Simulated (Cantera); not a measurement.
Mixture: H2 : O2 : N2 = 1 : 0.556 : 2.09 (molar parts), at 3750 Torr, adiabatic and at constant pressure. Ignition delay is the time to a rise of 400 K.

Model: the H2/O2 subset of GRI-Mech 3.0, which has no nitrogen chemistry, integrated in Cantera. The hydrogen kinetics of GRI-Mech 3.0 are dated; newer H2 mechanisms differ, most at raised pressure. Below about 950 K walls govern HO2 and H2O2 in real vessels.

What does this change do: pressure from 3750 Torr to 1500 Torr?


| quantity | before | after |
|---|---|---|
| delay at 850 K | 0.823 s | 1.47 s |
| delay at 1000 K | 11.3 ms | 5.18 ms |
| delay at 1150 K | 43.7 µs | 36.4 µs |
| delay at 1300 K | 6.71 µs | 14.9 µs |
| apparent activation energy between 1225 and 1375 K | 90 kJ/mol | 62 kJ/mol |
